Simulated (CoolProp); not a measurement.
Vapour-liquid equilibrium of propane (1) + neopentane (2) at 262 K; x and y are mole fractions of (1).

The numbers come from the multi-fluid Helmholtz-energy mixture model, Lemmon 2009 and Lemmon 2006; pair parameters Bell 2016 in CoolProp.

Question: Give the bubble pressure and the first vapour's composition at x = 0.25, 0.65, 0.85. Is there an azeotrope?

Answer: x = 0.25: 0.8162 bar, y = 0.584; x = 0.65: 1.894 bar, y = 0.934; x = 0.85: 2.726 bar, y = 0.986. No azeotrope shows between x = 0.05 and 0.95.

Pair parameters are fitted to limited data, so mixtures are less certain than the pure fluids.
